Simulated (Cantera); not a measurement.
An isothermal, constant-pressure homogeneous reactor starts with C3H8 : H2 = 1 : 94 (molar parts), at 1400 K and 0.233 Torr. Integrator tolerance rtol = 1e-08.

Detailed kinetics in Cantera: GRI-Mech 3.0 (53 species, 325 reactions). GRI-Mech 3.0 was tuned for natural gas; its chemistry of propane as a main component is partial and can be far from experiment. GRI-Mech 3.0 stops at C3 and has no aromatics, soot or wall deposition, so with more carbon than oxygen in the feed, carbon stays in small species such as C2H2 where larger ones or solid carbon would form. Radical loss at walls, strong at low pressure, is not modelled.

**Question.** What does this change do: temperature 1400 to 2000 K?

**Answer.** 
| quantity | before | after |
|---|---|---|
| x(C3H8) at 200 s | 1.53e-12 (gas-phase equilibrium <1e-12) | <1e-12 (gas-phase equilibrium <1e-12) |
| x(H2) at 200 s | 0.979 (gas-phase equilibrium 0.984) | 0.938 (gas-phase equilibrium 0.897) |
| x(C2H) at 200 s | 2.10e-9 (gas-phase equilibrium 4.14e-9) | 1.39e-5 (gas-phase equilibrium 2.68e-5) |
| x(CH2) at 200 s | 7.71e-9 (gas-phase equilibrium 1.14e-10) | 1.23e-7 (gas-phase equilibrium 1.19e-7) |
| x(CH3) at 200 s | 5.01e-5 (gas-phase equilibrium 5.64e-7) | 1.91e-6 (gas-phase equilibrium 9.38e-7) |
| x(C2H4) at 200 s | 8.49e-6 (gas-phase equilibrium 3.83e-6) | 7.17e-8 (gas-phase equilibrium 2.72e-8) |
